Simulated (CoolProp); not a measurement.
Vapour-liquid equilibrium of n-pentane (1) + toluene (2) at 365.9 K; x and y are mole fractions of (1).

The numbers come from the multi-fluid Helmholtz-energy mixture model, Thol 2019 and Lemmon 2006; pair parameters Bell 2016 in CoolProp.

```tsv
x	bubble pressure, mixture model (MPa)	bubble pressure, Raoult's law (MPa)	y, mixture model	y, Raoult's law
0.05	0.09033	0.08143	0.367	0.308
0.2	0.1715	0.1479	0.704	0.679
0.35	0.2397	0.2143	0.816	0.820
0.5	0.3004	0.2807	0.877	0.894
0.65	0.3581	0.3472	0.920	0.940
0.8	0.4166	0.4136	0.956	0.971
0.95	0.4796	0.4800	0.989	0.994
```

The largest gap from Raoult's law is +16.0 % in bubble pressure, at x = 0.2. No azeotrope shows between x = 0.05 and 0.95.

The pair parameters rest on a limited set of measurements; away from them the model extrapolates.
